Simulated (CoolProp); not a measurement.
Values from CoolProp's reference Helmholtz-energy equation of state, Bücker 2006.

Task: For isobutane, give the phase and the Z, Joule-Thomson coefficient (K/MPa), isothermal compressibility (1/MPa), conductivity (mW/(m K)) at 575 K and 3230 kPa.

Result: 
- 575 K and 3230 kPa: gas; Z 0.910, Joule-Thomson coefficient 3.27, isothermal compressibility 0.339, conductivity 59.6

Thermal conductivity comes from a separate model (Perkins 2002).
